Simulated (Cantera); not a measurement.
Feed: 1 mol Si, 0.013 mol HCl, 0.59 mol H₂, held at 0.100 bar.

Cantera equilibrium calculation (NASA polynomials, part measured and part estimated; ideal gas, pure solids and liquids). Candidate condensed phases: Si; 19 gas species. Equilibrium is a limit: real reactors are often held back by kinetics, nucleation or transport.

Over these rows the condensed part is Si(s). Partial pressures as log10 of bar:

```tsv
T (K)	1000/T (1/K)	log p SiCl₄	log p H₂	log p HCl
1075	0.9302	-3.95	-1.01	-2.90
1125	0.8889	-4.21	-1.01	-2.81
1175	0.8511	-4.54	-1.01	-2.76
1225	0.8163	-4.94	-1.01	-2.73
1275	0.7843	?	-1.01	-2.72
1325	0.7547	-5.78	-1.01	-2.72
```

Task: Fit log p(SiCl₄) = a + b·(1000/T) to the five rows, give the apparent enthalpy, and predict the row at 1275 K.

Result: Means: 1000/T = 0.8482, log p = -4.684. Sxy = 0.190540, Sxx = 0.0181488, so b = 10.50 and a = -4.684 − (10.50)×0.8482 = -13.59.
Apparent enthalpy: −19.145 × (10.50) = -201 kJ/mol. With the condensed phases at unit activity, Si(s) + 4 HCl(g) = SiCl₄(g) + 2 H₂(g) links this pressure to the main gases: over the six rows their terms move log p by +0.72 in all, so the slope isn't that reaction's ΔH° alone. The five rows lie within 0.13 of the line; that is curvature, so one enthalpy describes this range poorly.
Prediction at 1275 K: -13.59 + (10.50)×0.7843 = -5.35. The computed value is -5.36, 0.01 from the line.
